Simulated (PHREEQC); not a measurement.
Make-up at 20 °C: 0.01 mol/kgw HF, 0.01 mol/kgw KF and 0.00023 mol/kgw H3PO4. Closed to the air; pH follows from the charge balance.

All values are PHREEQC results (ion-association model, phreeqc.dat), not measurements.

Precipitation was switched off in this run.

What pH does the model give?

pH 3.14.

In which forms is F present?

F- 51 %, HF 45 %, HF2- 3.4 % of the F.
